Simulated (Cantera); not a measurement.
Standard-state values (1 bar) from the NASA 1993 polynomials, evaluated with Cantera. Values are per mole of reaction as written; species without (g) are pure solids or liquids, kept so even where they would boil at 1 bar.

5 H(g) + 2 FeSO₄ = 2 S + Fe₂O₃ + 5 OH(g), with ΔH° = 139.2 kJ and ΔS° = 254.7 J/K at 300 K.

Q: How far is the shortcut ΔG° ≈ ΔH°(300 K) − T·ΔS°(300 K) from the full temperature-dependent value at 423, 573, 723, 873 K?

A: 
| T (K) | shortcut (kJ) | full (kJ) | difference (kJ) | difference in log10 K | condensed phases |
|---|---|---|---|---|---|
| 423 | 31.4 | 31.2 | 0.2 | -0.02 | FeSO₄(s), S(l), Fe₂O₃(s) |
| 573 | -6.8 | -8.2 | 1.4 | -0.13 | FeSO₄(s), S(l), Fe₂O₃(s) |
| 723 | -45.0 | -47.1 | 2.1 | -0.15 | FeSO₄(s), S(l), Fe₂O₃(s) |
| 873 | -83.2 | -85.1 | 1.9 | -0.11 | FeSO₄(s), S(l), Fe₂O₃(s) |
The shortcut ignores heat capacities and the phase changes listed.
